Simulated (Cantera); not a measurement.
Feed: 1 mol V, 14 mol N2, held at 1825 K and 13.3 mbar.

Cantera equilibrium calculation (NASA polynomials, part measured and part estimated; ideal gas, pure solids and liquids). Candidate condensed phases: V, VN; 4 gas species. VN: taken at fixed stoichiometry. Condensed phases not in the tables: V2N. Equilibrium is a limit: real reactors are often held back by kinetics, nucleation or transport.

Base state: N2 1.000 (mole fractions); condensed: VN(s).

**Question.** What changes in the equilibrium state with this change: 0.047 mol H2O added?

**Answer.** 
```tsv
species	before	after
N2	1.000	0.996
H2	0	0.00335
H	0	0.000221
VN(s), mol	1.000	0.953
VO(s), mol	0	0.0467
```
Mutual solubility and eutectic melting of coexisting phases are not modelled. VN, VO: taken at fixed stoichiometry. Condensed phases not in the tables: solid solutions among these carbides, nitrides and lower oxides, V2N. Further candidate phases: H2O, VO, V2O3, V2O4, V2O5.
